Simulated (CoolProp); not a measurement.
Dodecamethylcyclohexasiloxane (D6) along the isobar 3.44 MPa: Z from the reference equation and from simpler models built on Tc = 372.6 °C, pc = 0.9614 MPa, ω = 0.736; each cubic takes its own stable root.

The numbers come from the reference Helmholtz-energy equation of state, Colonna 2008 in CoolProp. It is a short technical equation, of lower accuracy than the large ones.

```csv
T (°C),phase,reference
191.95,liquid,0.4964
203.85,liquid,0.4923
215.75,liquid,0.4888
227.65,liquid,0.4860
239.55,liquid,0.4837
251.45,liquid,0.4820
263.45,liquid,0.4810
275.35,liquid,0.4807
287.25,liquid,0.4811
299.15,liquid,0.4823
311.05,liquid,0.4843
323.05,liquid,0.4874
334.95,liquid,0.4914
346.85,liquid,0.4966
```

Task: How far does each simpler model (van der Waals, Soave-Redlich-Kwong) lie from the reference over these 14 states: mean and median of the absolute difference, and the worst?

Result: 
- van der Waals: mean 51.7 %, median 52.5 %, worst +61.6 % at 191.95 °C and 3.44 MPa
- Soave-Redlich-Kwong: mean 6.0 %, median 5.6 %, worst +7.4 % at 191.95 °C and 3.44 MPa
